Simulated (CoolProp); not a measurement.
The fluid at 459.11 K and 3.58 MPa flows at 0.092 m/s in a round tube of 6 mm bore and 15 µm roughness, fully developed (64/Re and Nu = 3.66 if laminar; Colebrook and Gnielinski if turbulent). The same conditions are run with several fluids, on thermodynamics alone (safety and materials aside).

Model: reference Helmholtz-energy equation of state of each fluid (normal hydrogen: Leachman 2009; c-C4F8 (RC318): Platzer 1990; R227EA: Lemmon 2016; nitrogen: Span 2000), in CoolProp. The equations of Platzer and Polt are older, rougher fits.

Problem. Rank normal hydrogen, c-C4F8 (RC318), R227EA, nitrogen by Reynolds number, highest first.

Solution. c-C4F8 (RC318) (5870), R227EA (5390), nitrogen (576), normal hydrogen (85.6)

```json
[
 {"fluid": "normal hydrogen", "Darcy friction factor": "0.748", "pressure drop (Pa/m)": "0.982", "heat-transfer coefficient (W/(m² K))": "157", "mass flow (kg/h)": "0.0174"},
 {"fluid": "c-C4F8 (RC318)", "Darcy friction factor": "0.0386", "pressure drop (Pa/m)": "6.87", "heat-transfer coefficient (W/(m² K))": "110", "mass flow (kg/h)": "2.36"},
 {"fluid": "R227EA", "Darcy friction factor": "0.0394", "pressure drop (Pa/m)": "5.59", "heat-transfer coefficient (W/(m² K))": "97.8", "mass flow (kg/h)": "1.88"},
 {"fluid": "nitrogen", "Darcy friction factor": "0.111", "pressure drop (Pa/m)": "2.03", "heat-transfer coefficient (W/(m² K))": "22.8", "mass flow (kg/h)": "0.243"}
]
```

Transport values come from each fluid's own correlations; those of c-C4F8 (RC318), R227EA are estimates that may be off by 10 % or more.
